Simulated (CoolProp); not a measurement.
A simple Rankine cycle with 1,2-dichloroethane: condensing at 325.15 K, boiler at 3.21 MPa, turbine inlet 499 K, turbine efficiency 0.7, pump efficiency 0.6, no recuperator. Each further row changes one setting.

Model: reference Helmholtz-energy equation of state, Thol 2015, in CoolProp.

```
case                             thermal efficiency (%)  net work (kJ/kg)  heat in (kJ/kg)  turbine exit temperature (K)  volume ratio over the turbine
-------------------------------  ----------------------  ----------------  ---------------  ----------------------------  -----------------------------
as stated                                          13.5              33.9              251                         325.1                            447
condensing temperature 317.15 K                    14.3              37.5                …                         317.1                              …
boiler pressure 2.25 MPa                           13.8              34.9              253                         325.1                            445
turbine efficiency 0.6                             11.3                 …              251                         325.1                            458
```

Question: Some entries are withheld; supply them.

Answer: 
- condensing temperature 317.15 K, heat in (kJ/kg): 261
- condensing temperature 317.15 K, volume ratio over the turbine: 615
- turbine efficiency 0.6, net work (kJ/kg): 28.4

The expansion ends wet for: as stated; condensing temperature 317.15 K; boiler pressure 2.25 MPa; turbine efficiency 0.6.
